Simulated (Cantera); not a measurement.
A diamond (100) surface in a fixed gas of H2 with x(CH4) = 0.0036, x(H) = 0.0027, at 1273 K, 15000 Pa; coverages are run to steady state.

Cantera simulation using the Harris–Goodwin 1993 mechanism for the reconstructed diamond (100) surface; the numbers are that mechanism's predictions, not measurements.

One state of this run: growth (µm/h) = 16.4; θ c6HH = 0.405; θ c6H* = 0.0453; θ c6*H = 0.506; θ c6** = 0.0344; θ c6HM = 0.00425. θ: site fractions in the mechanism's names (c6HH fully hydrogenated, c6H* and c6*H radical sites, c6** diradical, c6HM methylated).

Task: Which value of x(CH3) does it belong to?
A) 0.00042
B) 2e-05
C) 2.7e-06
D) 7.5e-06

Result: A, 0.00042
